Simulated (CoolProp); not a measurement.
Propylene at several states: Z from the reference equation and from simpler models built on Tc = 91.1 °C, pc = 4.555 MPa, ω = 0.146; each cubic takes its own stable root.

Computed with CoolProp (reference Helmholtz-energy equation of state, Lemmon 2013).

```
T (°C)  p (MPa)          phase  reference
------  -------  -------------  ---------
252.75       20  supercritical     0.7916
31.95      2.63         liquid    0.08747
-53.25     1.68         liquid    0.06250
230.25     4.83  supercritical     0.8784
-62.75     2.78         liquid     0.1060
```

Q: How far does each simpler model (van der Waals, Peng-Robinson) lie from the reference over these 5 states: mean and median of the absolute difference, and the worst?

A: 
- van der Waals: mean 35.5 %, median 57.5 %, worst +58.5 % at 31.95 °C and 2.63 MPa
- Peng-Robinson: mean 3.3 %, median 2.7 %, worst -5.8 % at -53.25 °C and 1.68 MPa
